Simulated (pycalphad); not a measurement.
Computed with pycalphad from the COST 507 light-alloy database (1999), at 1 atm. The database dates from 1999; later assessments differ in places, in temperatures and in the compounds included. Phase fractions are per mole of atoms. Diffusion is slow at the low end, where real alloys seldom reach equilibrium.

### Question
Give the equilibrium state of Ti-0.92Hf-0.75B (at.%) at 1490 K.

### Answer
bcc, fraction 0.989, with 0.93 Hf, 0.18 B at.%; BM, fraction 0.011, with 0.07 Hf, 50.0 B at.%.

### Question
Give the equilibrium state of Ti-0.92Hf-0.75B (at.%) at 610 K.

### Answer
```
T = 610.00 K, P = 101325 Pa, N = 1 mol of atoms
G = -23435 J/mol, H = 7400 J/mol, S = 50.55 J/(mol K)  (SER reference)
chemical potentials (J/mol): Ti -22104, Hf -46531, B -169624
phase             fraction      x(Ti)      x(Hf)       x(B)
HCP_A3              0.9854     0.9905     0.0093   0.000179
BM                  0.0146     0.4998    0.00021     0.5000
```

Database names, with the compositions (at.%) that they take in these runs: BM: Ti 50 B 50. HCP_A3 is hcp.
